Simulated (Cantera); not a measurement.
A closed system holds: 1 mol Zr, 13 mol N2, held at 0.390 Pa.

These are equilibrium values from Cantera (NASA tables, ideal gas, pure condensed phases), not measurements of a reactor. Candidate condensed phases: Zr, ZrN; 4 gas species. ZrN: taken at fixed stoichiometry. Equilibrium is a limit: real reactors are often held back by kinetics, nucleation or transport.

log p: log10 of the partial pressure in bar; n: condensed amount in mol.

```tsv
T (K)	log p N2	log p Zr	log p N	log p ZrN	n ZrN(s)
2025	-5.41	-10.35	-11.59	<-17	1.000
2075	-5.41	…	…	<-17	0.999
2125	-5.41	-9.19	-11.01	-17.14	0.998
2175	-5.41	-8.65	-10.74	-16.55	0.993
2225	-5.41	…	…	…	0.976
2275	-5.41	-7.64	-10.23	-15.44	0.926
2325	-5.42	-7.16	-10.00	-14.93	0.774
2375	-5.43	-6.71	-9.78	-14.44	0.316
2425	-5.44	-6.56	-9.57	-14.25	0
2475	-5.44	-6.56	-9.36	-14.22	0
```

Fill in the missing entries.


- 2225, log p Zr: -8.13
- 2225, log p N: -10.48
- 2225, log p ZrN: -15.98
- 2075, log p Zr: -9.76
- 2075, log p N: -11.30
